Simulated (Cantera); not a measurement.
Equilibrium for silicon oxide and oxynitride deposition: SiF4 + O2 + N2

Feed: 1 mol SiF4, 2.3 mol O2, 12 mol N2, at 1923.15 K and 12.0 mbar.

Method: chemical equilibrium by Gibbs-energy minimisation in Cantera with the NASA 1993 tables (ideal gas, pure condensed phases). Candidate condensed phases: Si, SiO2, Si2N2O, Si3N4; 28 gas species. The tables' values for SiF3 are old estimates; treat these amounts as uncertain. Rates play no part.

The x(N2) comes out as 0.781 and the x(O2) is 0.147. The x(SiF4) comes out as 0.0651 and the x(NO) is 0.00512. The x(O) comes out as 0.00127 and the x(F) is 0.000220. The x(SiF3) comes out as 0.000177. The x(SiO) comes out as 5.87e-6. The x(SiO2) comes out as 4.87e-6 and the gas amount is 15.31 mol. The log10 activity of Si(l) (absent) is -12.65.
